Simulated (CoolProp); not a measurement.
Dry air at 225.72 K and 0.127 MPa flows at 0.31 m/s in a round tube of 12.7 mm bore and 0.25 µm roughness, fully developed (64/Re and Nu = 3.66 if laminar; Colebrook and Gnielinski if turbulent). Each further row changes one setting.

Model: reference Helmholtz-energy equation of state, Lemmon 2000, in CoolProp. It is a pseudo-pure fit of the blend.

```csv
case,Reynolds number,Darcy friction factor,pressure drop (Pa/m),heat-transfer coefficient (W/(m² K)),mass flow (kg/h)
as stated,524,0.122,0.908,5.95,0.278
velocity 0.62 m/s,1050,0.0611,1.82,5.95,0.555
diameter 25.4 mm,1050,0.0611,0.227,2.97,1.11
```

Viscosity comes from a separate model (Lemmon 2004). Thermal conductivity comes from a separate model (Lemmon 2004).
